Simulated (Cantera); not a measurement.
An isothermal, constant-pressure homogeneous reactor starts with H2 : O2 : N2 = 0.0063 : 1 : 4.4 (molar parts), equivalence ratio 0.0032, at 1300 K and 590 Pa.

Model: the H2/O2 subset of GRI-Mech 3.0, which has no nitrogen chemistry, integrated in Cantera. Radical loss at walls, strong at low pressure, is not modelled.

x: mole fraction; the columns are a selection and need not sum to one.

```json
[
 {"t (s)": "3.00e-5", "x H2": "0.00117", "x O2": "0.185", "x H": "1.44e-11", "x H2O2": "<1e-12", "x H2O": "<1e-12", "x HO2": "1.50e-11", "x OH": "<1e-12"},
 {"t (s)": "0.000141", "x H2": "0.00117", "x O2": "0.185", "x H": "5.77e-11", "x H2O2": "<1e-12", "x H2O": "<1e-12", "x HO2": "7.05e-11", "x OH": "1.28e-11"},
 {"t (s)": "0.000659", "x H2": "0.00117", "x O2": "0.185", "x H": "1.52e-10", "x H2O2": "<1e-12", "x H2O": "8.47e-12", "x HO2": "3.31e-10", "x OH": "1.84e-10"},
 {"t (s)": "0.00309", "x H2": "0.00117", "x O2": "0.185", "x H": "2.76e-10", "x H2O2": "<1e-12", "x H2O": "3.71e-10", "x HO2": "1.55e-9", "x OH": "1.52e-9"},
 {"t (s)": "0.0145", "x H2": "0.00117", "x O2": "0.185", "x H": "[?]", "x H2O2": "2.89e-12", "x H2O": "[?]", "x HO2": "[?]", "x OH": "[?]"},
 {"t (s)": "0.0679", "x H2": "0.00112", "x O2": "0.185", "x H": "2.05e-6", "x H2O2": "4.81e-11", "x H2O": "3.37e-5", "x HO2": "4.14e-8", "x OH": "2.39e-5"},
 {"t (s)": "0.318", "x H2": "3.02e-6", "x O2": "0.184", "x H": "2.61e-5", "x H2O2": "5.70e-10", "x H2O": "0.00109", "x HO2": "3.51e-8", "x OH": "0.000124"},
 {"t (s)": "1.49", "x H2": "2.74e-6", "x O2": "0.184", "x H": "2.24e-5", "x H2O2": "5.48e-10", "x H2O": "0.00109", "x HO2": "3.34e-8", "x OH": "0.000118"},
 {"t (s)": "7.00", "x H2": "1.81e-6", "x O2": "0.184", "x H": "1.19e-5", "x H2O2": "4.53e-10", "x H2O": "0.00111", "x HO2": "2.69e-8", "x OH": "9.58e-5"}
]
```

Task: Complete the blanks.

Result: 
- 0.0145, x H: 1.61e-9
- 0.0145, x H2O: 1.66e-8
- 0.0145, x HO2: 7.20e-9
- 0.0145, x OH: 1.79e-8
